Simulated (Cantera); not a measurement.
Predominance diagram of Ta at 1600 K against the partial pressures of O2 and CO (log10, bar). Source: NASA polynomial tables (part measured, part estimated), evaluated in Cantera. Candidates: Ta(s), TaC(s), Ta2O5(s). Only these pure phases compete in this equilibrium. TaC: taken at fixed stoichiometry. Not in the tables: Ta2C.

Which phase is stable at these pairs, and which metal-bearing vapour leads over it? (-2.3, -7.9); (-13.6, -7.9); (-14.7, -5.7); (-5.7, -9.3); (-4.5, -6.4); (-14.7, -3.6); (-9.1, -6.4)


| log p(O2) | log p(CO) | phase | chief vapour | log p (bar) |
|---|---|---|---|---|
| -2.3 | -7.9 | Ta2O5(s) | TaO2 | -13.7 |
| -13.6 | -7.9 | Ta2O5(s) | TaO2 | -10.8 |
| -14.7 | -5.7 | Ta2O5(s) | TaO2 | -10.6 |
| -5.7 | -9.3 | Ta2O5(s) | TaO2 | -12.8 |
| -4.5 | -6.4 | Ta2O5(s) | TaO2 | -13.1 |
| -14.7 | -3.6 | Ta2O5(s) | TaO2 | -10.6 |
| -9.1 | -6.4 | Ta2O5(s) | TaO2 | -12.0 |
